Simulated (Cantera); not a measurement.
Input (Python, Cantera):

```python
import numpy as np
import cantera as ct

gas = ct.Solution("gri30.yaml")
gas.TPX = 575, 100000, {'CH4': 1, 'O2': 3.23, 'N2': 12.1}
inlet = ct.Reservoir(gas, clone=True)
gas.equilibrate("HP")  # start burning
reactor = ct.IdealGasConstPressureReactor(gas, energy="on", clone=False)
exhaust = ct.Reservoir(gas, clone=True)
tau = [0.2, 0.081, 0.032, 0.013, 0.0052, 0.0021, 0.00082, 0.00033, 0.00013, 5.2e-05][0]
for a, b in ((inlet, reactor), (reactor, exhaust)):
    ct.MassFlowController(a, b, mdot=lambda t: reactor.mass / tau)
net = ct.ReactorNet([reactor])
show = ['CH4', 'O2', 'C2H6', 'HCO', 'HCN']

rows = []
print(f"{'tau/s':>10s}{'T/K':>9s}" + "".join(f"{s:>11s}" for s in show))
for tau in [0.2, 0.081, 0.032, 0.013, 0.0052, 0.0021, 0.00082, 0.00033, 0.00013, 5.2e-05]:
    net.initial_time = 0.0
    net.advance(30 * tau)
    before = gas.X
    net.advance(40 * tau)
    drift = np.max(np.abs(gas.X - before) / (gas.X + 1e-9))
    rows.append([gas.T, *gas[show].X, drift])
    print(f"{tau:10.3e}{gas.T:9.1f}" + "".join(f"{x:11.3e}" for x in gas[show].X))
```

It prints:

```
     tau/s      T/K        CH4         O2       C2H6        HCO        HCN
 2.000e-01   1913.2  4.126e-06  7.500e-02  1.560e-11  7.348e-09  1.096e-08
 8.100e-02   1909.6  8.032e-06  7.502e-02  4.923e-11  1.852e-08  1.194e-08
 3.200e-02   1902.7  1.501e-05  7.506e-02  1.300e-10  4.833e-08  1.386e-08
 1.300e-02   1891.5  2.684e-05  7.519e-02  2.955e-10  1.231e-07  1.739e-08
 5.200e-03   1872.7  4.855e-05  7.550e-02  6.582e-10  3.179e-07  2.426e-08
 2.100e-03   1843.4  8.942e-05  7.617e-02  1.534e-09  8.042e-07  3.715e-08
 8.200e-04   1797.3  1.790e-04  7.759e-02  4.404e-09  2.068e-06  6.132e-08
 3.300e-04   1732.4  3.952e-04  8.045e-02  1.761e-08  5.077e-06  1.022e-07
 1.300e-04   1629.2  1.239e-03  8.795e-02  2.005e-07  1.287e-05  1.888e-07
 5.200e-05    575.0  6.124e-02  1.978e-01  3.570e-17  4.734e-31  1.359e-20
```

Computed with Cantera and GRI-Mech 3.0 (53 species, 325 reactions).
